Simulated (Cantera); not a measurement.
Mixture: CH₄ : O₂ : N₂ : CO₂ = 1 : 3.23 : 12.1 : 0.78 (molar parts), at 8250 Torr, adiabatic and at constant pressure. Ignition delay is the time to a rise of 400 K.

Computed with Cantera and GRI-Mech 3.0 (53 species, 325 reactions).

**Question.** What does this change do: CH4 1 to 2.1 parts?

**Answer.** 
```csv
quantity,before,after
delay at 1273 K,1.55 ms,2.18 ms
delay at 1323 K,0.891 ms,1.25 ms
delay at 1373 K,0.527 ms,0.736 ms
delay at 1423 K,0.320 ms,0.441 ms
delay at 1473 K,0.198 ms,0.269 ms
delay at 1523 K,0.126 ms,0.167 ms
apparent activation energy between 1423 and 1523 K,170 kJ/mol,170 kJ/mol
```
